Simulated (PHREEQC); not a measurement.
A solution holds 0.27 mol/kgw NH3, 0.011 mol/kgw H3BO3 and 0.029 mol/kgw K3PO4, at 20 °C. Closed to the air; pH follows from the charge balance.

All values are PHREEQC results (ion-association model, phreeqc.dat), not measurements.

```json
{
 "pH": "11.74",
 "ionic_strength": "0.146 mol/kgw",
 "activity_of_water": "0.993",
 "density": "1.003 g/cm³",
 "total_alkalinity": "328 meq/kg"
}
```

```tsv
species	molality	activity	log γ
NH3	0.268	0.277	0.015
K+	0.0863	0.0636	-0.132
PO4-3	0.0147	0.00102	-1.158
HPO4-2	0.0136	0.00455	-0.475
H2BO3-	0.0110	0.00837	-0.118
OH-	0.00511	0.00375	-0.134
NH4+	0.00177	0.00126	-0.147
KHPO4-	0.000735	0.000564	-0.115
H3BO3	2.80e-5	2.89e-5	0.015
```

Precipitation was switched off in this run. Complexes and solids missing from the database can't appear.
